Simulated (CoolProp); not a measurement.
Properties of sulfur dioxide along the isobar 8.91 MPa.

Values from CoolProp's reference Helmholtz-energy equation of state, Gao 2016.

```tsv
T (K)	phase	cp (kJ/(kg K))	expansivity (1/kK)	fugacity coefficient
333.3	liquid	1.420	2.331	0.1259
348.1	liquid	1.457	2.599	0.1744
362.8	liquid	1.508	2.966	0.2323
377.6	liquid	1.583	3.506	0.3000
392.3	liquid	1.699	4.357	0.3756
407	liquid	1.908	5.934	0.4576
421.8	liquid	2.439	10.13	0.5439
436.5	supercritical	10.26	79.37	0.6271
451.3	supercritical	2.774	18.90	0.6804
466	supercritical	1.755	10.19	0.7180
480.8	supercritical	1.412	7.258	0.7492
495.5	supercritical	1.240	5.761	0.7757
510.3	supercritical	1.137	4.831	0.7990
525	supercritical	1.070	4.199	0.8194
```

The peak of cp marks the crossing from liquid-like to gas-like fluid above the critical point.
